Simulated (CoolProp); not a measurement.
Properties of benzene along the isobar 6040 kPa.

The numbers come from the reference Helmholtz-energy equation of state, Thol 2012 in CoolProp.

```csv
T (°C),phase,Z,conductivity (mW/(m K))
171.15,liquid,0.1786,…
181.65,liquid,0.1779,98.4
192.25,liquid,0.1775,95.6
202.75,liquid,0.1775,92.7
213.35,liquid,0.1778,89.8
223.85,liquid,0.1786,87.0
234.45,liquid,…,84.0
244.95,liquid,0.1821,81.1
255.55,liquid,…,…
```

Problem. Complete the blanks.

Solution. 
- 171.15, conductivity (mW/(m K)): 101
- 234.45, Z: 0.1800
- 255.55, Z: 0.1853
- 255.55, conductivity (mW/(m K)): 78.2

Thermal conductivity comes from a separate model (Assael 2012).
